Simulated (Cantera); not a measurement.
A closed system holds: 1 mol Pb, 1.5 mol H₂, held at 0.100 bar.

These are equilibrium values from Cantera (NASA tables, ideal gas, pure condensed phases), not measurements of a reactor. Candidate condensed phases: Pb; 4 gas species. The numbers say what is thermodynamically allowed, not how fast it happens.

**Question.** Which condensed phases are stable at each of these points (T (°C)): 1000, 1025, 1050, 1075, 1100, 1125, 1150, 1175, 1200, 1225, 1250, 1275, 1300, 1325?

**Answer.** 
```tsv
T (°C)	condensed phases	Pb condensed (%)
1000	Pb(l)	97.2
1025	Pb(l)	96.1
1050	Pb(l)	94.5
1075	Pb(l)	92.5
1100	Pb(l)	89.7
1125	Pb(l)	86.0
1150	Pb(l)	81.1
1175	Pb(l)	74.4
1200	Pb(l)	65.2
1225	Pb(l)	52.4
1250	Pb(l)	33.9
1275	Pb(l)	6.2
1300	gas only	0.0
1325	gas only	0.0
```

From 1000 °C to 1275 °C the condensed part is Pb(l). From 1300 °C to 1325 °C nothing is condensed.
